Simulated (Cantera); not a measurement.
What does this Cantera script print?

```python
import numpy as np
import cantera as ct

gas = ct.Solution("gri30.yaml")
gas.TPX = 675, 101325, {'H2': 1, 'O2': 0.455, 'N2': 1.71}
inlet = ct.Reservoir(gas, clone=True)
gas.equilibrate("HP")  # start burning
reactor = ct.IdealGasConstPressureReactor(gas, energy="on", clone=False)
exhaust = ct.Reservoir(gas, clone=True)
tau = [0.029, 0.015, 0.0072, 0.0036, 0.0018, 0.00088, 0.00043, 0.00022, 0.00011, 5.3e-05][0]
for a, b in ((inlet, reactor), (reactor, exhaust)):
    ct.MassFlowController(a, b, mdot=lambda t: reactor.mass / tau)
net = ct.ReactorNet([reactor])
show = ['H2', 'O2', 'HO2', 'N2O', 'O']

rows = []
print(f"{'tau/s':>10s}{'T/K':>9s}" + "".join(f"{s:>11s}" for s in show))
for tau in [0.029, 0.015, 0.0072, 0.0036, 0.0018, 0.00088, 0.00043, 0.00022, 0.00011, 5.3e-05]:
    net.initial_time = 0.0
    net.advance(30 * tau)
    before = gas.X
    net.advance(40 * tau)
    drift = np.max(np.abs(gas.X - before) / (gas.X + 1e-9))
    rows.append([gas.T, *gas[show].X, drift])
    print(f"{tau:10.3e}{gas.T:9.1f}" + "".join(f"{x:11.3e}" for x in gas[show].X))
```

It prints:

```
     tau/s      T/K         H2         O2        HO2        N2O          O
 2.900e-02   2565.0  4.589e-02  3.682e-03  1.487e-06  1.345e-07  1.333e-03
 1.500e-02   2555.9  4.634e-02  4.001e-03  1.598e-06  1.268e-07  1.458e-03
 7.200e-03   2537.0  4.729e-02  4.645e-03  1.816e-06  1.140e-07  1.721e-03
 3.600e-03   2504.5  4.891e-02  5.685e-03  2.158e-06  9.845e-08  2.181e-03
 1.800e-03   2450.5  5.148e-02  7.285e-03  2.690e-06  8.163e-08  2.967e-03
 8.800e-04   2367.1  5.505e-02  9.579e-03  3.560e-06  6.656e-08  4.247e-03
 4.300e-04   2256.2  5.895e-02  1.245e-02  4.970e-06  5.694e-08  6.033e-03
 2.200e-04   2132.3  6.226e-02  1.554e-02  6.996e-06  5.246e-08  8.050e-03
 1.100e-04   1989.5  6.499e-02  1.911e-02  1.002e-05  4.994e-08  1.024e-02
 5.300e-05   1829.4  6.755e-02  2.354e-02  1.462e-05  4.731e-08  1.224e-02
```

Computed with Cantera and GRI-Mech 3.0 (53 species, 325 reactions).
